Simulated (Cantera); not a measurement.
## Silicon nitride deposition: SiCl4 + N2

Feed: 1 mol SiCl4, 0.87 mol N2, at 825 °C and 13300 Pa.

Cantera equilibrium calculation (NASA polynomials, part measured and part estimated; ideal gas, pure solids and liquids). Candidate condensed phases: Si, Si3N4; 13 gas species. The tables' values for SiCl3 are old estimates; treat these amounts as uncertain. Rates play no part.

The x(SiCl4) is 0.535. The x(N2) comes out as 0.465 and the x(SiCl3) is 1.12e-5. The x(Cl) is 6.34e-6 and the x(Cl2) is 2.45e-6. The gas amount comes out as 1.870 mol and the log10 activity of Si(s) (absent) is -12.82.
